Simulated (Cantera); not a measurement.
A perfectly stirred reactor is fed with NO : N2 = 1 : 0.61 (molar parts), at 20.0 Torr; it is held at 1923 K, and followed from long to short residence time.

Detailed kinetics in Cantera: GRI-Mech 3.0 (53 species, 325 reactions). Radical loss at walls, strong at low pressure, is not modelled.

Q: What does this change do: temperature 1923 to 2100 K?

A: 
```json
[
 {"quantity": "x(NO) at τ = 0.810 s", "before": "0.602", "after": "0.482"},
 {"quantity": "x(N2O) at τ = 0.810 s", "before": "0.000129", "after": "6.93e-5"},
 {"quantity": "x(N2) at τ = 0.810 s", "before": "0.388", "after": "0.448"},
 {"quantity": "x(NO2) at τ = 0.810 s", "before": "4.43e-5", "after": "6.41e-5"},
 {"quantity": "x(O2) at τ = 0.810 s", "before": "0.00910", "after": "0.0680"},
 {"quantity": "x(NO) at τ = 20.0 ms", "before": "0.621", "after": "0.619"},
 {"quantity": "x(N2O) at τ = 20.0 ms", "before": "7.26e-5", "after": "0.000123"},
 {"quantity": "x(N2) at τ = 20.0 ms", "before": "0.379", "after": "0.380"},
 {"quantity": "x(NO2) at τ = 20.0 ms", "before": "1.49e-5", "after": "1.49e-5"},
 {"quantity": "x(O2) at τ = 20.0 ms", "before": "6.82e-5", "after": "0.000542"}
]
```

Q: What does this change do: pressure from 20.0 Torr to 360 Torr?

A: 
| quantity | before | after |
|---|---|---|
| x(NO) at τ = 0.810 s | 0.602 | 0.461 |
| x(N2O) at τ = 0.810 s | 0.000129 | 8.77e-5 |
| x(N2) at τ = 0.810 s | 0.388 | 0.459 |
| x(NO2) at τ = 0.810 s | 4.43e-5 | 0.000396 |
| x(O2) at τ = 0.810 s | 0.00910 | 0.0795 |
| x(NO) at τ = 20.0 ms | 0.621 | 0.616 |
| x(N2O) at τ = 20.0 ms | 7.26e-5 | 0.000155 |
| x(N2) at τ = 20.0 ms | 0.379 | 0.381 |
| x(NO2) at τ = 20.0 ms | 1.49e-5 | 0.000180 |
| x(O2) at τ = 20.0 ms | 6.82e-5 | 0.00249 |
